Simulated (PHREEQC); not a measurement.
Synthetic water in mg/kgw, 25 °C, pH 2.04, pe 9.1: Na 133; K 97.1; Ca 242; Mg 88.9; Cl 338; S(6) as SO4 1710; Cd 85.2; Li 0.0598.

Na is adjusted to close the charge balance.
Valence states are taken as typed.

Model: ion-association model, wateq4f.dat, run in PHREEQC.

Each row changes one thing in this solution. Precipitation was switched off in this run.

```tsv
case	ionic strength (mol/kgw)	SO4-2 (mol/kgw)	HSO4- (mol/kgw)	Ca+2 (mol/kgw)	Mg+2 (mol/kgw)	CaSO4 (mol/kgw)	SI of Gypsum (CaSO4:2H2O)	SI of Halite (NaCl)
as made	0.0500	0.00954	0.00475	0.00420	0.00245	0.00172	-0.48	-6.00
all concentrations times 2 at the same typed pH	0.0964	0.0186	0.00799	0.00765	0.00441	0.00414	-0.09	-5.16
temperature from 25 to 55 °C at the same typed pH	0.0444	0.00698	0.00714	0.00425	0.00213	0.00162	-0.56	-6.29
```

At this temperature some constants are extrapolated from 25 °C, and those without enthalpy data are left unchanged.
